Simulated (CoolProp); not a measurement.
R142b along the isotherm 11.35 °C: density (kg/m³) from the reference equation and from simpler models built on Tc = 137.1 °C, pc = 40.55 bar, ω = 0.232; each cubic takes its own stable root.

Computed with CoolProp (reference Helmholtz-energy equation of state, Lemmon 2006). It is a short technical equation, of lower accuracy than the large ones.

```json
[
 {"p (bar)": "0.321", "phase": "gas", "reference": "1.377"},
 {"p (bar)": "0.57", "phase": "gas", "reference": "2.463"},
 {"p (bar)": "1.01", "phase": "gas", "reference": "4.426"},
 {"p (bar)": "1.8", "phase": "gas", "reference": "8.105"},
 {"p (bar)": "3.21", "phase": "liquid", "reference": "1145"},
 {"p (bar)": "5.7", "phase": "liquid", "reference": "1146"},
 {"p (bar)": "10.1", "phase": "liquid", "reference": "1147"},
 {"p (bar)": "18", "phase": "liquid", "reference": "1150"},
 {"p (bar)": "32.1", "phase": "liquid", "reference": "1154"},
 {"p (bar)": "57", "phase": "liquid", "reference": "1160"},
 {"p (bar)": "101", "phase": "liquid", "reference": "1172"}
]
```

How far does each simpler model (van der Waals, Redlich-Kwong, Soave-Redlich-Kwong, Peng-Robinson) lie from the reference over these 11 states: mean and median of the absolute difference, and the worst?


- van der Waals: mean 36.0 %, median 38.3 %, worst -98.7 % at 11.35 °C and 3.21 bar
- Redlich-Kwong: mean 15.9 %, median 11.8 %, worst -98.7 % at 11.35 °C and 3.21 bar
- Soave-Redlich-Kwong: mean 6.3 %, median 9.2 %, worst -10.0 % at 11.35 °C and 3.21 bar
- Peng-Robinson: mean 1.5 %, median 2.0 %, worst +2.6 % at 11.35 °C and 101 bar

At some of these states van der Waals, Redlich-Kwong gives the other phase, because its saturation line lies elsewhere.
